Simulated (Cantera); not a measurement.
Cantera run, input and output.

```python
import numpy as np
import cantera as ct

gas = ct.Solution("gri30.yaml")
gas.TPX = 1223, 101325, {'CO': 0.0011, 'O2': 0.0026, 'H2O': 0.0013, 'N2': 0.33}
reactor = ct.IdealGasConstPressureReactor(gas, energy="off", clone=False)
net = ct.ReactorNet([reactor])
net.rtol, net.atol = 1e-08, 1e-18
show = ['CO', 'O2', 'H2O', 'NO', 'O', 'CO2', 'H2']
times = np.geomspace(1e-05, 20, 13)

steps = ct.SolutionArray(gas, extra=["t"])
rows = []
print(f"{'t/s':>10s}{'T/K':>9s}{'P/Pa':>11s}" + "".join(f"{s:>11s}" for s in show))
for t in times:
    while net.time < t:
        t_next = net.step()
        steps.append(gas.state, t=t_next)
    rows.append([np.interp(t, steps.t, y) for y in (steps.T, steps.P, *steps(*show).X.T)])
    print(f"{t:10.3e}{rows[-1][0]:9.1f}{rows[-1][1]:11.4g}" + "".join(f"{x:11.3e}" for x in rows[-1][2:]))
rate = np.gradient(steps.T, steps.t)
print("integrator steps:", len(steps.t))
if steps.T.max() > steps.T[0] + 200:
    print(f"time of steepest temperature rise: {steps.t[rate.argmax()]:.4e} s")
gas.TPX = 1223, 101325, {'CO': 0.0011, 'O2': 0.0026, 'H2O': 0.0013, 'N2': 0.33}
gas.equilibrate("TP")
print(f"equilibrium (TP): T = {gas.T:.1f} K  " + "  ".join(f"{s} {gas[s].X[0]:.3e}" for s in show))
```

Output:

```
       t/s      T/K       P/Pa         CO         O2        H2O         NO          O        CO2         H2
 1.000e-05   1223.0  1.013e+05  3.284e-03  7.761e-03  3.881e-03  3.624e-21  1.817e-11  1.826e-11  3.677e-17
 3.350e-05   1223.0  1.013e+05  3.284e-03  7.761e-03  3.881e-03  4.912e-20  6.032e-11  6.141e-11  1.835e-15
 1.122e-04   1223.0  1.013e+05  3.284e-03  7.761e-03  3.881e-03  6.607e-19  1.977e-10  2.113e-10  1.037e-13
 3.761e-04   1223.0  1.013e+05  3.284e-03  7.761e-03  3.881e-03  8.078e-18  6.786e-10  8.579e-10  4.998e-12
 1.260e-03   1223.0  1.013e+05  3.284e-03  7.761e-03  3.881e-03  1.400e-16  4.839e-09  8.476e-09  2.268e-10
 4.221e-03   1223.0  1.013e+05  3.281e-03  7.759e-03  3.880e-03  1.407e-13  1.317e-06  2.696e-06  1.074e-07
 1.414e-02   1223.0  1.013e+05  1.233e-03  6.716e-03  3.816e-03  5.268e-08  7.562e-05  2.053e-03  3.224e-05
 4.738e-02   1223.0  1.013e+05  1.389e-04  6.192e-03  3.875e-03  8.647e-08  8.320e-06  3.150e-03  3.809e-06
 1.587e-01   1223.0  1.013e+05  1.174e-05  6.133e-03  3.884e-03  9.325e-08  7.816e-07  3.277e-03  3.286e-07
 5.318e-01   1223.0  1.013e+05  7.506e-07  6.129e-03  3.886e-03  9.603e-08  8.240e-08  3.288e-03  3.048e-08
 1.782e+00   1223.0  1.013e+05  2.859e-08  6.129e-03  3.887e-03  9.751e-08  1.554e-08  3.289e-03  4.777e-09
 5.970e+00   1223.0  1.013e+05  2.400e-09  6.129e-03  3.887e-03  9.797e-08  5.668e-09  3.289e-03  1.721e-09
 2.000e+01   1223.0  1.013e+05  1.260e-09  6.129e-03  3.887e-03  9.805e-08  3.189e-09  3.289e-03  1.016e-09
integrator steps: 1494
equilibrium (TP): T = 1223.0 K  CO 1.249e-09  O2 6.107e-03  H2O 3.887e-03  NO 4.458e-05  O 3.157e-09  CO2 3.289e-03  H2 1.011e-09
```

Model: GRI-Mech 3.0 (53 species, 325 reactions), integrated in Cantera.
